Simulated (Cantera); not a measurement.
Source: NASA polynomial tables (part measured, part estimated), evaluated in Cantera. Values are per mole of reaction as written; species without (g) are pure solids or liquids, kept so even where they would boil at 1 bar. The tables' values for BOCl are old estimates.

### Question
Between 1550 and 1900 K, where is each reaction favourable under standard conditions?
- O(g) + 2 BOCl(g) = B2O3(g) + 2 Cl(g)

### Answer
- O(g) + 2 BOCl(g) = B2O3(g) + 2 Cl(g): ΔG° is -179 kJ at 1550 K and -173 kJ at 1900 K; it stays negative (K > 1). ΔH° is -204 kJ and ΔS° -17 J/K at 1900 K.
